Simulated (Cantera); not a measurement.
**Hydrocarbon pyrolysis for carbon deposition**

An isothermal, constant-pressure homogeneous reactor starts with C2H6 : N2 = 0.47 : 29 (molar parts), at 1448 K and 0.132 atm.

Model: GRI-Mech 3.0 (53 species, 325 reactions), integrated in Cantera. GRI-Mech 3.0 stops at C3 and has no aromatics, soot or wall deposition, so with more carbon than oxygen in the feed, carbon stays in small species such as C2H2 where larger ones or solid carbon would form.

| t (s) | x C2H6 | x C2H4 | x CH2 | x CH3 | x H2 | x C2H2 | x CH4 |
|---|---|---|---|---|---|---|---|
| 5.00e-5 | 0.0159 | 3.59e-6 | 9.33e-9 | 0.000141 | 2.69e-6 | 1.45e-10 | 3.24e-6 |
| 0.000184 | 0.0155 | 0.000152 | 2.80e-7 | 0.000457 | 0.000139 | 1.71e-7 | 4.09e-5 |
| 0.000674 | 0.0127 | 0.00240 | 1.22e-6 | 0.000949 | 0.00233 | 5.42e-5 | 0.000422 |
| 0.00247 | 0.00451 | 0.00834 | 1.10e-6 | 0.000644 | 0.0101 | 0.00144 | 0.00216 |
| 0.00909 | 0.000162 | 0.00653 | 1.47e-7 | 0.000127 | 0.0190 | 0.00711 | 0.00349 |
| 0.0334 | 6.17e-6 | 0.00309 | 7.87e-9 | 2.71e-5 | 0.0227 | 0.0107 | 0.00352 |
| 0.122 | 8.77e-7 | 0.00119 | 1.16e-9 | 1.03e-5 | 0.0246 | 0.0126 | 0.00351 |
| 0.450 | 6.00e-7 | 0.000130 | 8.31e-10 | 8.71e-6 | 0.0257 | 0.0136 | 0.00347 |
| 1.65 | 5.69e-7 | 2.92e-5 | 8.19e-10 | 8.50e-6 | 0.0259 | 0.0138 | 0.00336 |
| 6.06 | 4.59e-7 | 2.87e-5 | 7.47e-10 | 7.66e-6 | 0.0265 | 0.0140 | 0.00299 |
| 22.3 | 2.37e-7 | 2.83e-5 | 5.61e-10 | 5.56e-6 | 0.0278 | 0.0144 | 0.00211 |
| 81.7 | 5.24e-8 | 2.90e-5 | 2.82e-10 | 2.64e-6 | 0.0295 | 0.0150 | 0.000948 |
| 300 | 6.25e-9 | 3.00e-5 | 9.88e-11 | 8.89e-7 | 0.0304 | 0.0153 | 0.000308 |
x: mole fraction; the columns are a selection and need not sum to one.

Equilibrium at this temperature and pressure: C2H6 3.15e-10, C2H4 5.88e-6, CH2 1.94e-11, CH3 1.73e-7, H2 0.0308, C2H2 0.00296, CH4 5.94e-5 (gas phase only).
